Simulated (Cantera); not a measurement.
## C2F6 (fluorocarbon and chlorocarbon gases)

Charge: 1 mol C2F6, at 3.80e-5 bar.

Method: chemical equilibrium by Gibbs-energy minimisation in Cantera with the NASA 1993 tables (ideal gas, pure condensed phases). Candidate condensed phases: C; 13 gas species. The feed counts by its element totals alone. Gases not in the tables: C2F6 and larger saturated fluorocarbons. Kinetics and transport are ignored.

```csv
T (K),x F,x CF4,x CF2,x C,x C3,x CF,x C2,n C(graphite)
1675,0.0559,0.875,0.0669,1.86e-10,4.94e-11,3.76e-5,4.02e-12,0.467
1775,0.186,0.634,0.175,3.39e-9,1.39e-9,0.000245,1.14e-10,0.417
1875,0.459,0.241,0.294,4.52e-8,2.72e-8,0.00110,2.26e-9,0.399
1975,0.734,0.0257,0.235,4.64e-7,3.91e-7,0.00301,3.29e-8,0.788
2075,0.876,0.00126,0.117,3.80e-6,4.32e-6,0.00580,3.70e-7,1.34
2175,0.939,5.66e-5,0.0514,2.56e-5,3.81e-5,0.00961,3.31e-6,1.65
2275,0.962,2.86e-6,0.0225,0.000146,0.000276,0.0146,2.44e-5,1.78
2375,0.966,1.72e-7,0.0101,0.000717,0.00168,0.0210,0.000151,1.78
2475,0.954,1.22e-8,0.00469,0.00310,0.00883,0.0288,0.000810,1.61
2575,0.904,8.98e-10,0.00212,0.0119,0.0406,0.0369,0.00379,0.850
2675,0.854,5.84e-11,0.000752,0.0311,0.0703,0.0346,0.00891,0
2775,0.841,4.28e-12,0.000246,0.0604,0.0588,0.0268,0.0125,0
2875,0.819,<1e-12,7.98e-5,0.105,0.0414,0.0197,0.0150,0
2975,0.791,<1e-12,2.47e-5,0.159,0.0220,0.0132,0.0146,0
```
x: gas mole fraction; n: condensed amount in mol.

From 1675 K to 2575 K the condensed part is C(graphite). From 2675 K to 2975 K nothing is condensed. The main C-bearing gas is CF4 at 1675 K and C at 2975 K.
